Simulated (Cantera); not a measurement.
# Equilibrium for silicon etching in halogen gases: Si + Br2 + N2

Feed: 1 mol Si, 5.1 mol Br2, 23 mol N2, at 7.50 Torr.

Method: chemical equilibrium by Gibbs-energy minimisation in Cantera with the NASA 1993 tables (ideal gas, pure condensed phases). Candidate condensed phases: Br2, Si, Si3N4; 13 gas species. The tables' values for SiBr3 are old estimates; treat these amounts as uncertain. Kinetics and transport are ignored.

```json
[
 {"T (°C)": "475", "x N2": "0.849", "x Br": "0.000370", "x Br2": "0.114", "x SiBr4": "0.0369"},
 {"T (°C)": "525", "x N2": "0.848", "x Br": "0.000986", "x Br2": "0.114", "x SiBr4": "0.0369"},
 {"T (°C)": "575", "x N2": "0.848", "x Br": "0.00234", "x Br2": "0.113", "x SiBr4": "0.0369"},
 {"T (°C)": "625", "x N2": "0.847", "x Br": "0.00503", "x Br2": "0.112", "x SiBr4": "0.0368"},
 {"T (°C)": "675", "x N2": "0.845", "x Br": "0.00991", "x Br2": "0.109", "x SiBr4": "0.0367"},
 {"T (°C)": "725", "x N2": "0.841", "x Br": "0.0181", "x Br2": "0.104", "x SiBr4": "0.0366"},
 {"T (°C)": "775", "x N2": "0.836", "x Br": "0.0307", "x Br2": "0.0973", "x SiBr4": "0.0363"},
 {"T (°C)": "825", "x N2": "0.828", "x Br": "0.0486", "x Br2": "0.0873", "x SiBr4": "0.0360"},
 {"T (°C)": "875", "x N2": "0.818", "x Br": "0.0717", "x Br2": "0.0744", "x SiBr4": "0.0356"},
 {"T (°C)": "925", "x N2": "0.807", "x Br": "0.0986", "x Br2": "0.0595", "x SiBr4": "0.0351"},
 {"T (°C)": "975", "x N2": "0.795", "x Br": "0.126", "x Br2": "0.0441", "x SiBr4": "0.0345"},
 {"T (°C)": "1025", "x N2": "0.785", "x Br": "0.151", "x Br2": "0.0303", "x SiBr4": "0.0340"},
 {"T (°C)": "1075", "x N2": "0.776", "x Br": "0.170", "x Br2": "0.0195", "x SiBr4": "0.0335"}
]
```
x: gas mole fraction; nothing condenses.

From 475 °C to 1075 °C nothing is condensed. The main Si-bearing gas is SiBr4 throughout.
